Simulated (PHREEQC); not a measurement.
A made-up water analysis in mg/kgw, 20 °C, pH 2.19, pe 13:

| constituent | mg/kgw |
|---|---|
| Na | 77.5 |
| K | 24 |
| Ca | 68.2 |
| Mg | 9.54 |
| Cl | 6.88 |
| S(6) as SO4 | 1020 |
| Si as SiO2 | 0.441 |

Valence states are taken as typed.

Computed with PHREEQC (ion-association model, phreeqc.dat).

The ionic strength comes out as 0.0246 mol/kgw. The specific conductance is 3300 µS/cm and the total alkalinity is -9.99 meq/kg. The charge-balance error is -10.3 %.

| species | molality | activity | log γ |
|---|---|---|---|
| H+ | 0.00732 | 0.00646 | -0.054 |
| SO4-2 | 0.00726 | 0.00405 | -0.253 |
| Na+ | 0.00331 | 0.00286 | -0.064 |
| HSO4- | 0.00265 | 0.00229 | -0.065 |
| Ca+2 | 0.00121 | 0.000683 | -0.248 |
| K+ | 0.000598 | 0.000513 | -0.067 |
| CaSO4 | 0.000471 | 0.000474 | 0.002 |
| Mg+2 | 0.000266 | 0.000152 | -0.242 |
| Cl- | 0.000194 | 0.000167 | -0.066 |
| MgSO4 | 0.000126 | 0.000127 | 0.002 |
| NaSO4- | 6.48e-5 | 5.62e-5 | -0.062 |
| CaHSO4+ | 2.18e-5 | 1.88e-5 | -0.065 |
| KSO4- | 1.54e-5 | 1.34e-5 | -0.062 |
| H4SiO4 | 7.34e-6 | 7.38e-6 | 0.002 |

Precipitation was switched off in this run.
